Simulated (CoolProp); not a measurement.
Model: reference Helmholtz-energy equation of state, Thol 2017, in CoolProp.

Give the vapour pressure (bar), liquid density (kg/m³), vapour density (kg/m³), enthalpy of vaporisation (kJ/kg) of saturated octamethyltrisiloxane (MDM) at 369.8, 384.6, 404.4 K.


```tsv
T (K)	p (bar)	liquid density (kg/m³)	vapour density (kg/m³)	enthalpy of vaporisation (kJ/kg)
369.8	0.176	740	1.38	176
384.6	0.299	724	2.28	170
404.4	0.560	701	4.14	162
```
